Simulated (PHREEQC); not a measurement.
Synthetic water in mg/L, 25 °C, pH 6.43, pe 10.9: Na 2590; K 248; Ca 189; Mg 533; Cl 5430; S(6) as SO4 932; Alkalinity as HCO3 0.000178; Br 1.53; Cd 21.9.

Valence states are taken as typed.

The numbers come from PHREEQC with the ion-association model, phreeqc.dat.

No solid was allowed to form.

### Question
What ionic strength, charge-balance error does the model give?

### Answer
ionic strength 0.197 mol/kgw; charge-balance error 0.0 %.

### Question
In which forms is S present?

### Answer
SO4-2 59 %, MgSO4 26 %, NaSO4- 9.8 %, CaSO4 4.1 %, KSO4- 0.7 % of the S.
